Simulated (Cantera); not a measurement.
## Reactions in the system C-O-Ta

Source: NASA polynomial tables (part measured, part estimated), evaluated in Cantera. Values are per mole of reaction as written; species without (g) are pure solids or liquids, kept so even where they would boil at 1 bar. TaC: taken at fixed stoichiometry.

5 O₃(g) + 6 TaC ⇌ 3 Ta₂O₅ + 6 C

| T (K) | ΔH° (kJ) | ΔS° (J/K) | ΔG° (kJ) | log10 K | condensed phases |
|---|---|---|---|---|---|
| 300 | -5982.3 | -985.1 | -5686.8 | 990.14 | TaC(s), Ta₂O₅(s), C(graphite) |
| 1623 | -5874.8 | -864.3 | -4472.1 | 143.93 | TaC(s), Ta₂O₅(s), C(graphite) |
| 1698 | -5868.6 | -860.5 | -4407.4 | 135.58 | TaC(s), Ta₂O₅(s), C(graphite) |
| 1773 | -5862.8 | -857.2 | -4343.0 | 127.95 | TaC(s), Ta₂O₅(s), C(graphite) |
| 1848 | -5857.6 | -854.3 | -4278.8 | 120.94 | TaC(s), Ta₂O₅(s), C(graphite) |
| 1923 | -5853.1 | -851.9 | -4214.8 | 114.48 | TaC(s), Ta₂O₅(s), C(graphite) |
| 1998 | -5849.1 | -849.9 | -4151.0 | 108.52 | TaC(s), Ta₂O₅(s), C(graphite) |
| 2073 | -5483.6 | -672.3 | -4089.9 | 103.06 | TaC(s), Ta₂O₅(l), C(graphite) |
| 2148 | -5471.3 | -666.5 | -4039.8 | 98.24 | TaC(s), Ta₂O₅(l), C(graphite) |
| 2223 | -5459.9 | -661.2 | -3990.0 | 93.75 | TaC(s), Ta₂O₅(l), C(graphite) |
| 2298 | -5449.3 | -656.5 | -3940.6 | 89.57 | TaC(s), Ta₂O₅(l), C(graphite) |

5 O(g) + 2 Ta ⇌ Ta₂O₅

```
T (K)  ΔH° (kJ)  ΔS° (J/K)  ΔG° (kJ)  log10 K  condensed phases
-----  --------  ---------  --------  -------  ----------------
300     -3291.9     -745.2   -3068.3   534.24   Ta(s), Ta₂O₅(s)
1623    -3271.5     -731.6   -2084.1    67.07   Ta(s), Ta₂O₅(s)
1698    -3269.2     -730.3   -2029.2    62.42   Ta(s), Ta₂O₅(s)
1773    -3266.9     -728.9   -1974.5    58.17   Ta(s), Ta₂O₅(s)
1848    -3264.5     -727.6   -1919.9    54.27   Ta(s), Ta₂O₅(s)
1923    -3262.2     -726.4   -1865.4    50.67   Ta(s), Ta₂O₅(s)
1998    -3259.8     -725.1   -1811.0    47.34   Ta(s), Ta₂O₅(s)
2073    -3136.6     -665.3   -1757.5    44.28   Ta(s), Ta₂O₅(l)
2148    -3131.0     -662.6   -1707.7    41.53   Ta(s), Ta₂O₅(l)
2223    -3125.4     -660.1   -1658.1    38.96   Ta(s), Ta₂O₅(l)
2298    -3119.9     -657.6   -1608.7    36.57   Ta(s), Ta₂O₅(l)
```

2 TaC + TaO₂(g) ⇌ 2 CO(g) + 3 Ta

| T (K) | ΔH° (kJ) | ΔS° (J/K) | ΔG° (kJ) | log10 K |
|---|---|---|---|---|
| 300 | 268.0 | 154.8 | 221.6 | -38.58 |
| 1623 | 261.1 | 150.7 | 16.6 | -0.53 |
| 1698 | 260.4 | 150.2 | 5.3 | -0.16 |
| 1773 | 259.7 | 149.8 | -6.0 | 0.18 |
| 1848 | 258.9 | 149.4 | -17.2 | 0.49 |
| 1923 | 258.2 | 149.0 | -28.4 | 0.77 |
| 1998 | 257.4 | 148.6 | -39.6 | 1.03 |
| 2073 | 256.7 | 148.3 | -50.7 | 1.28 |
| 2148 | 255.9 | 147.9 | -61.8 | 1.50 |
| 2223 | 255.2 | 147.6 | -72.9 | 1.71 |
| 2298 | 254.5 | 147.3 | -83.9 | 1.91 |
